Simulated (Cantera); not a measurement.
A closed system holds: 1 mol C2H2, 0.16 mol NH3, held at 575 °C and 24.0 mbar.

Method: chemical equilibrium by Gibbs-energy minimisation in Cantera with the NASA 1993 tables (ideal gas, pure condensed phases). Candidate condensed phases: C, C6H6, C7H8, C8H18; 92 gas species. Rates play no part.

Base state: H2 0.925, N2 0.0614, CH4 0.0132, NH3 1.00e-5 (mole fractions); condensed: C(graphite).

Q: What changes in the equilibrium state with this change: NH3 from 0.16 to 0.067 mol?

A: 
```
species            before    after
----------------  -------  -------
H2                  0.925    0.956
N2                 0.0614   0.0300
CH4                0.0132   0.0141
NH3               1.00e-5  7.34e-6
C(graphite), mol     1.98     1.98
```

Q: What changes in the equilibrium state with this change: temperature from 575 °C to 427 °C?

A: 
```json
[
 {"species": "H2", "before": "0.925", "after": "0.801"},
 {"species": "CH4", "before": "0.0132", "after": "0.131"},
 {"species": "N2", "before": "0.0614", "after": "0.0685"},
 {"species": "NH3", "before": "1.00e-5", "after": "4.22e-5"},
 {"species": "C(graphite), mol", "before": "1.98", "after": "1.85"}
]
```
